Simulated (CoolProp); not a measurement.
Vapour-liquid equilibrium of R125 (1) + ethanol (2) at 1.63 bar; x and y are mole fractions of (1).

Computed with CoolProp (multi-fluid Helmholtz-energy mixture model, Lemmon 2005 and Schroeder 2014; pair parameters Bell 2016).

Question: Give the bubble temperature and the first vapour's composition at x = 0.55, 0.65, 0.95. Is there an azeotrope?

Answer: x = 0.55: -31.4 °C, y = 0.999; x = 0.65: -32.6 °C, y = 1.000; x = 0.95: -36.8 °C, y = 1.000. No azeotrope shows between x = 0.05 and 0.95.

Pair parameters are fitted to limited data, so mixtures are less certain than the pure fluids. With so large a gap from Raoult's law the liquid may split in two, which this calculation doesn't test in full.
